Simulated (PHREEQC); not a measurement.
PHREEQC input (ion-association model, phreeqc.dat):

```
SOLUTION_SPECIES
  CO3-2 + 10 H+ + 8 e- = CH4 + 3 H2O  # shut off: no methane
    -log_k -100
    -delta_h 0
    -analytic -100
SOLUTION 1
  temp 25
  units mol/kgw
  pH 7 charge
  K 0.074
  C(4) 0.053
  Na 0.053
END
SELECTED_OUTPUT 1
  -reset false
  -pH true
  -pe true
  -ionic_strength true
  -water true
  -totals C K Na C(-4) C(4) Ntg
  -molalities H+ Na+ K+ CO3-2 OH- HCO3- CO2 (CO2)2 NaOH NaCO3-
    NaHCO3
USER_PUNCH 1
  -headings p_CO2(g) phi_CO2(g) p_Ntg(g) phi_Ntg(g) p_H2O(g) phi_H2O(g) density
  10 PUNCH PR_P("CO2(g)"), PR_PHI("CO2(g)"), PR_P("Ntg(g)"), PR_PHI("Ntg(g)"), PR_P("H2O(g)"), PR_PHI("H2O(g)"), RHO
PRINT
  -reset false
USE solution 1
REACTION_TEMPERATURE 1
  80
GAS_PHASE 1
  -fixed_pressure
  -pressure 2
  -temperature 80
  -volume 20
  CO2(g) 1.46
  Ntg(g) 0.54
  H2O(g) 0
END
# ... the last block is repeated for the other 12 points of P (atm)
```

Selected output (columns that matter, 13 of 13 rows; P (atm) added in front):

```
P (atm)	pH	mu	C	K	Na	Ntg	m_H+	p_CO2(g)	phi_CO2(g)	p_Ntg(g)	phi_Ntg(g)	p_H2O(g)	phi_H2O(g)	density
2	7.1737	0.12583	0.13998	0.074604	0.053432	0.00019549	8.3888e-08	1.0909	0.99377	0.44067	1.003	0.4684	0.98598	0.97962
5	6.7084	0.12615	0.16686	0.074548	0.053392	0.00055883	2.4492e-07	3.262	0.9841	1.2616	1.0047	0.47642	0.97079	0.97994
10	6.3934	0.12626	0.20951	0.074548	0.053392	0.0011603	5.0589e-07	6.8857	0.96859	2.6243	1.0079	0.49	0.94621	0.98047
20	6.0975	0.12636	0.29026	0.074578	0.053414	0.0023566	9.9989e-07	14.137	0.9384	5.3449	1.0153	0.51861	0.89849	0.9815
30	5.9336	0.12643	0.36531	0.074617	0.053442	0.0035474	1.4582e-06	21.389	0.90917	8.0612	1.0237	0.54939	0.85251	0.98248
40	5.8225	0.1265	0.43478	0.074661	0.053473	0.0047358	1.8827e-06	28.644	0.88085	10.774	1.033	0.5825	0.80824	0.98343
50	5.7402	0.12657	0.4988	0.07471	0.053509	0.005925	2.2754e-06	35.899	0.85346	13.482	1.0432	0.61815	0.76568	0.98433
75	5.6016	0.12679	0.63629	0.074855	0.053612	0.0089201	3.1302e-06	54.04	0.78904	20.24	1.073	0.71947	0.66686	0.98641
100	5.5142	0.12705	0.74467	0.075033	0.05374	0.011976	3.827e-06	72.179	0.73058	26.98	1.1084	0.84019	0.57913	0.98829
150	5.41	0.12773	0.89342	0.075482	0.054061	0.01832	4.8636e-06	108.43	0.63243	40.422	1.1906	1.144	0.43791	0.99155
200	5.3482	0.12852	0.9842	0.076005	0.054436	0.024812	5.6053e-06	144.65	0.55924	53.834	1.2737	1.519	0.33982	0.99438
300	5.2664	0.12997	1.0929	0.076984	0.055137	0.037122	6.7628e-06	217	0.47066	80.635	1.4081	2.3688	0.23153	0.99947
400	5.2024	0.13098	1.1657	0.077717	0.055662	0.048033	7.8282e-06	289.32	0.42667	107.44	1.5131	3.2359	0.1801	1.0042
```

Complexes and solids missing from the database can't appear. Away from 25 °C the constants follow the database's enthalpies or fits; those with neither stay at their 25 °C values.
